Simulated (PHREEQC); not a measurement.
Solution (25 °C): 2.6e-05 mol/kgw KHCO3. Closed to the air; pH follows from the charge balance.

All values are PHREEQC results (ion-association model, wateq4f.dat), not measurements.

The pH comes out as 7.85, the ionic strength comes out as 2.61e-5 mol/kgw and the total alkalinity is 0.0260 meq/kg.

```
species  molality  activity   log γ
-------  --------  --------  ------
K+        2.60e-5   2.59e-5  -0.003
HCO3-     2.51e-5   2.50e-5  -0.003
CO2       7.89e-7   7.89e-7   0.000
OH-       7.17e-7   7.13e-7  -0.003
CO3-2     8.54e-8   8.34e-8  -0.010
H+        1.41e-8   1.40e-8  -0.003
```

Precipitation was switched off in this run. Species that the database lacks are ignored.
